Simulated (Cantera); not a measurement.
Feed: 1 mol SiH2Cl2, 0.29 mol H2O, held at 1875 °C and 5600 Pa.

Cantera equilibrium calculation (NASA polynomials, part measured and part estimated; ideal gas, pure solids and liquids). Candidate condensed phases: H2O, Si, SiO2; 30 gas species. The tables' values for SiCl, SiCl3 are old estimates; treat these amounts as uncertain. Gases not in the tables: Si2H6 and higher silanes. Kinetics and transport are ignored.

Base state: H2 0.375, SiCl2 0.259, HCl 0.227, SiO 0.111, H 0.0108, SiCl 0.00489, Cl 0.00478, Si 0.00364 (mole fractions); condensed: gas only.

Problem. What changes in the equilibrium state with this change: temperature from 1875 °C to 1727 °C?

Solution. 
| species | before | after |
|---|---|---|
| H2 | 0.375 | 0.387 |
| SiCl2 | 0.259 | 0.267 |
| HCl | 0.227 | 0.220 |
| H | 0.0108 | 0.00427 |
| SiO | 0.111 | 0.112 |
| Si2 | 4.87e-5 | 6.33e-6 |
| Si | 0.00364 | 0.000689 |
| SiH | 0.000259 | 6.88e-5 |
| SiCl4 | 3.74e-5 | 0.000114 |
The tables' values for SiCl3, SiCl are old estimates; treat these amounts as uncertain.

Problem. What changes in the equilibrium state with this change: H2O from 0.29 to 0.67 mol?

Solution. 
```json
[
 {"species": "HCl", "before": "0.227", "after": "0.388"},
 {"species": "H2", "before": "0.375", "after": "0.297"},
 {"species": "SiO", "before": "0.111", "after": "0.199"},
 {"species": "SiCl2", "before": "0.259", "after": "0.0943"},
 {"species": "H", "before": "0.0108", "after": "0.00960"},
 {"species": "Si2", "before": "4.87e-5", "after": "4.74e-7"},
 {"species": "H2O", "before": "1.21e-6", "after": "1.74e-5"},
 {"species": "SiH2", "before": "8.07e-5", "after": "6.31e-6"},
 {"species": "SiH", "before": "0.000259", "after": "2.27e-5"},
 {"species": "Si", "before": "0.00364", "after": "0.000359"}
]
```
The tables' values for SiCl3, SiCl are old estimates; treat these amounts as uncertain.
